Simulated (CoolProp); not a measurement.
Values from CoolProp's reference Helmholtz-energy equation of state, Akasaka 2023.

Question: For R1224YDZ, give the phase and the Joule-Thomson coefficient (K/MPa) at 172.65 °C and 0.0278 MPa; -35.95 °C and 0.248 MPa; 13.15 °C and 0.269 MPa.

Answer: 
- 172.65 °C and 0.0278 MPa: gas; Joule-Thomson coefficient 8.01
- -35.95 °C and 0.248 MPa: liquid; Joule-Thomson coefficient -0.390
- 13.15 °C and 0.269 MPa: liquid; Joule-Thomson coefficient -0.288
